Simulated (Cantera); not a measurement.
Source: NASA polynomial tables (part measured, part estimated), evaluated in Cantera. Values are per mole of reaction as written; species without (g) are pure solids or liquids, kept so even where they would boil at 1 bar.

Task: Between 575 and 1775 K, where is each reaction favourable under standard conditions?
- 2 V + 5 H2O(g) → V2O5 + 10 H(g)

Result: 
- 2 V + 5 H2O(g) → V2O5 + 10 H(g): ΔG° is 1667 kJ at 575 K and 1070 kJ at 1775 K; it stays positive (K < 1). ΔH° is 2076 kJ and ΔS° 567 J/K at 1775 K.
